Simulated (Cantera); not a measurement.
# Transport properties of process gases

Gas mixture: CO₂ : N₂ : CH₃OH : CH₄ = 0.54 : 0.48 : 0.2 : 0.59 (molar parts), at 61000 Pa, frozen composition.

Cantera's kinetic-theory transport with the Lennard-Jones parameters of GRI-Mech 3.0, ideal gas; thermal conductivity in the multicomponent form. Polar gases are described roughly by these parameters. The composition is frozen, though it would react at the higher temperatures.

| T (K) | ρ (kg/m³) | cp (J/kg/K) | μ (µPa s) | λ (mW/m/K) | Pr | D (cm²/s) CO₂ | D (cm²/s) H₂O | D (cm²/s) C₂H₂ |
|---|---|---|---|---|---|---|---|---|
| 400 | 0.538 | 1329 | 18.2 | 34.8 | 0.697 | 0.433 | 0.566 | 0.417 |
| 600 | 0.359 | 1594 | 25.3 | 57.6 | 0.700 | 0.901 | 1.23 | 0.867 |
| 800 | 0.269 | 1819 | 31.3 | 81.6 | 0.699 | 1.49 | 2.10 | 1.43 |
| 1000 | 0.215 | 2005 | 36.8 | 106 | 0.698 | 2.19 | 3.15 | 2.11 |
| 1200 | 0.179 | 2148 | 41.7 | 129 | 0.696 | 2.99 | 4.35 | 2.87 |
| 1400 | 0.154 | 2263 | 46.4 | 151 | 0.695 | 3.88 | 5.69 | 3.72 |
| 1600 | 0.134 | 2354 | 50.7 | 172 | 0.694 | 4.85 | 7.16 | 4.66 |
| 1800 | 0.120 | 2426 | 54.9 | 192 | 0.693 | 5.91 | 8.76 | 5.68 |
D: mixture-averaged diffusion coefficient of that species in the mixture.
